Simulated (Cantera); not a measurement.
Input: 1 mol SiC, 0.65 mol H₂O, 2.1 mol N₂, equilibrated at 1700 K and 46.0 Pa.

Equilibrium computed with Cantera from the NASA thermochemical tables; the gas is ideal and each condensed phase is pure. Candidate condensed phases: C, C₆H₆, C₇H₈, C₈H₁₈, H₂O, Si, SiC, SiO₂, Si₂N₂O, Si₃N₄; 151 gas species. Kinetics and transport are ignored.

Base state: N₂ 0.616, H₂ 0.189, CO 0.0955, SiO 0.0953, H 0.00299, Si 0.000342, HCN 8.02e-5 (mole fractions); condensed: SiC(s).

Problem. What changes in the equilibrium state with this change: temperature from 1700 K to 1100 K?

Solution. 
| species | before | after |
|---|---|---|
| N₂ | 0.616 | 0.667 |
| H₂ | 0.189 | 0.271 |
| CO | 0.0955 | 0.0625 |
| SiO | 0.0953 | 1.15e-8 |
| Si | 0.000342 | <1e-9 |
| H | 0.00299 | 6.27e-7 |
| HCN | 8.02e-5 | 9.44e-6 |
| SiC(s), mol | 0.674 | 0 |
| C(graphite), mol | 0 | 0.850 |
| Si₂N₂O(s), mol | 0 | 0.500 |
N₂ is the only nitrogen source here; it is nearly inert below about 1500 K, so the nitride shown seldom forms there in practice.

Problem. What changes in the equilibrium state with this change: H₂O from 0.65 to 0.29 mol?

Solution. 
```tsv
species	before	after
N₂	0.616	0.782
H₂	0.189	0.107
CO	0.0955	0.0542
SiO	0.0953	0.0539
H	0.00299	0.00225
HCN	8.02e-5	6.80e-5
Si	0.000342	0.000341
SiC(s), mol	0.674	0.854
```

Problem. What changes in the equilibrium state with this change: temperature from 1700 K to 1250 K?

Solution. 
| species | before | after |
|---|---|---|
| N₂ | 0.616 | 0.667 |
| H₂ | 0.189 | 0.271 |
| CO | 0.0955 | 0.0625 |
| SiO | 0.0953 | 2.80e-6 |
| Si | 0.000342 | <1e-9 |
| H | 0.00299 | 1.17e-5 |
| HCN | 8.02e-5 | 5.39e-5 |
| SiC(s), mol | 0.674 | 0 |
| C(graphite), mol | 0 | 0.850 |
| Si₂N₂O(s), mol | 0 | 0.500 |
N₂ is the only nitrogen source here; it is nearly inert below about 1500 K, so the nitride shown seldom forms there in practice.
